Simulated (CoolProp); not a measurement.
The fluid at 283.22 K and 1.68 MPa flows at 1.8 m/s in a round tube of 25 mm bore and 15 µm roughness, fully developed (64/Re and Nu = 3.66 if laminar; Colebrook and Gnielinski if turbulent). The same conditions are run with several fluids, on thermodynamics alone (safety and materials aside).

The numbers come from the reference Helmholtz-energy equation of state of each fluid (CH2F2 (R32): Tillner-Roth 1997; R152A: Outcalt 1996; isobutane: Bücker 2006; R134a: Tillner-Roth 1994; R141b: Lemmon 2006) in CoolProp.

```csv
fluid,Reynolds number,Darcy friction factor,pressure drop (Pa/m),heat-transfer coefficient (W/(m² K)),mass flow (kg/h)
CH2F2 (R32),339000,(withheld),(withheld),6150,(withheld)
R152A,216000,0.0192,1170,4090,2990
isobutane,142000,0.0199,(withheld),2860,(withheld)
R134a,238000,0.0191,1560,(withheld),4030
R141b,115000,(withheld),1670,2670,4020
```

Task: Fill in the missing entries.

Result: 
- CH2F2 (R32), Darcy friction factor: 0.0186
- CH2F2 (R32), pressure drop (Pa/m): 1230
- CH2F2 (R32), mass flow (kg/h): 3250
- isobutane, pressure drop (Pa/m): 738
- isobutane, mass flow (kg/h): 1820
- R134a, heat-transfer coefficient (W/(m² K)): 3960
- R141b, Darcy friction factor: 0.0204

Transport values come from each fluid's own correlations; those of CH2F2 (R32), R152A, R134a, R141b are estimates that may be off by 10 % or more.
